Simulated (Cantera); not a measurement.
Cantera run:

```python
import numpy as np
import cantera as ct

gas_names = [...]  # 109 gases of nasa_gas.yaml made of C, Cl, H, Si
cond_names = """
    C(gr) C6H6(L) C7H8(L) C8H18(L),n-octa Si(cr) Si(L) SiC(b)
""".split()


# ... load() reads the species with a 1 bar reference pressure and builds the phases ...
atoms = {
    'SiHCl3': {'Si': 1, 'H': 1, 'CL': 3},
    'C2H2': {'C': 2, 'H': 2},
    'H2': {'H': 2},
}
top_T = {'C(gr)': 4500, 'SiC(b)': 3050}  # K; cautious upper limits of use, not melting points


# ... equilibrate(T, P, feed) seeds the gas with the atoms and calls Mixture.equilibrate('TP', solver="vcs", rtol=1e-11, max_steps=5000) ...
results = []
feed = {'SiHCl3': 1, 'C2H2': 0.32, 'H2': 44}  # mol
T = 1223.15  # K
P = 100  # Pa
mix = equilibrate(T, P, feed)
results.append((T, P, feed, dict(zip(mix.species_names, mix.species_moles))))
x = sorted(zip(gas.X, gas.species_names), reverse=True)
print(f"T = {T:g} K  P = {P:g} Pa  gas = {mix.phase_moles(0):.4g} mol")
print("   x: " + "  ".join(f"{s} {v:.3e}" for v, s in x if v > 1e-05))
print("   condensed (mol): " + ("  ".join(f"{mix.phase(i).name} {mix.phase_moles(i):.4g}"
      for i in range(1, mix.n_phases) if mix.phase_moles(i) > 1e-12) or "none"))
```

Output:

```
T = 1223.15 K  P = 100 Pa  gas = 46.31 mol
   x: H2 9.426e-01  HCL 5.048e-02  SiCL2 6.577e-03  SiCL3 2.439e-04  SiCL4 7.207e-05  SiHCL3 4.157e-05
   condensed (mol): Si(cr) 0.0387  SiC(b) 0.64
```

Method: chemical equilibrium by Gibbs-energy minimisation in Cantera with the NASA 1993 tables (ideal gas, pure condensed phases). Mutual solubility and eutectic melting of coexisting phases are not modelled. The tables' values for SiCl3 are old estimates; treat these amounts as uncertain.
